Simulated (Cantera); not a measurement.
A Cantera script and what it prints.

```python
import numpy as np
import cantera as ct

gas_names = """
    C CN CO CO2 C2 CCN CNC C2N2 C2O C3 C3O2 C4 C4N2 C5 Cu CuO Cu2 N NCO NO NO2 NO3 N2 N2O O O2 O3
""".split()
cond_names = """
    C(gr) Cu(cr) Cu(L) CuO(s) Cu2O(s) Cu2O(L)
""".split()


# ... load() reads the species with a 1 bar reference pressure and builds the phases ...
atoms = {
    'CuO': {'Cu': 1, 'O': 1},
    'C': {'C': 1},
    'N2': {'N': 2},
}
top_T = {'C(gr)': 4500, 'CuO(s)': 1390}  # K; cautious upper limits of use, not melting points


# ... equilibrate(T, P, feed) seeds the gas with the atoms and calls Mixture.equilibrate('TP', solver="vcs", rtol=1e-11, max_steps=5000) ...
results = []
T = 1498.15  # K
P = 17  # Pa
for m in [1.2, 2.6, 3.9, 5.3, 6.6, 8, 9.3, 11, 12, 13, 15, 16, 17]:
    feed = {'CuO': 1, 'C': 0.36, 'N2': m}  # mol
    mix = equilibrate(T, P, feed)
    results.append((T, P, feed, dict(zip(mix.species_names, mix.species_moles))))

top = {s: max(r[3][s] / sum(r[3][g] for g in gas_names) for r in results) for s in gas_names}
cols = sorted((s for s in top if top[s] > 1e-06), key=lambda s: -top[s])[:8]
seen = [c for c in cond_names if any(r[3].get(c, 0) > 1e-12 for r in results)]
print("log10 of partial pressures in bar; condensed amounts in mol")
print(f"{'n(N2)':>10s}" + "".join(f"{s[:9]:>10s}" for s in cols + seen))
for T, P, feed, n in results:
    ng = sum(n[g] for g in gas_names)
    print(f"{feed['N2']:10.4g}" + "".join(f"{np.log10(max(n[s] / ng * P / 1e5, 1e-99)):10.3f}" for s in cols)
          + "".join(f"{n.get(c, 0):10.4g}" for c in seen))
```

Result:

```
log10 of partial pressures in bar; condensed amounts in mol
     n(N2)        N2       CO2        O2        Cu        NO        CO         O       CuO     Cu(L)
       1.2    -3.942    -4.465    -4.876    -5.098    -6.935    -7.349    -7.841    -8.230    0.9162
       2.6    -3.867    -4.726    -5.138    -5.098    -7.028    -7.480    -7.972    -8.361    0.8473
       3.9    -3.843    -4.879    -5.291    -5.098    -7.092    -7.556    -8.048    -8.437    0.7832
       5.3    -3.830    -4.999    -5.411    -5.098    -7.146    -7.615    -8.108    -8.497    0.7143
       6.6    -3.822    -5.087    -5.499    -5.098    -7.186    -7.659    -8.153    -8.541    0.6502
         8    -3.817    -5.165    -5.578    -5.098    -7.223    -7.698    -8.192    -8.581    0.5813
       9.3    -3.813    -5.227    -5.640    -5.098    -7.252    -7.729    -8.223    -8.612    0.5173
        11    -3.810    -5.296    -5.710    -5.098    -7.285    -7.764    -8.258    -8.647    0.4336
        12    -3.808    -5.333    -5.746    -5.098    -7.303    -7.782    -8.276    -8.665    0.3843
        13    -3.807    -5.366    -5.780    -5.098    -7.319    -7.799    -8.293    -8.682    0.3351
        15    -3.805    -5.426    -5.840    -5.098    -7.348    -7.828    -8.323    -8.712    0.2366
        16    -3.804    -5.453    -5.867    -5.098    -7.361    -7.842    -8.337    -8.726    0.1873
        17    -3.803    -5.479    -5.893    -5.098    -7.374    -7.855    -8.350    -8.738    0.1381
```

Cantera equilibrium calculation (NASA polynomials, part measured and part estimated; ideal gas, pure solids and liquids).
